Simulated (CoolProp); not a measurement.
A Linde-Hampson liquefier for methane: isothermal reversible compression at 200 K from 1 atm to 10 MPa, throttling to 1 atm, return gas leaving the recuperator 2 K below the feed. Each further row changes one setting.

The numbers come from the reference Helmholtz-energy equation of state, Setzmann 1991 in CoolProp.

```json
[
 {"case": "as stated", "liquid yield per pass": "(withheld)", "compression work (kJ/kg of gas)": "393"},
 {"case": "high pressure 20 MPa", "liquid yield per pass": "(withheld)", "compression work (kJ/kg of gas)": "427"},
 {"case": "warm-end temperature 230 K", "liquid yield per pass": "(withheld)", "compression work (kJ/kg of gas)": "(withheld)"},
 {"case": "warm-end gap 7 K", "liquid yield per pass": "0.475", "compression work (kJ/kg of gas)": "393"}
]
```

Task: Some entries are withheld; supply them.

Result: 
- as stated, liquid yield per pass: 0.483
- high pressure 20 MPa, liquid yield per pass: 0.510
- warm-end temperature 230 K, liquid yield per pass: 0.279
- warm-end temperature 230 K, compression work (kJ/kg of gas): 494
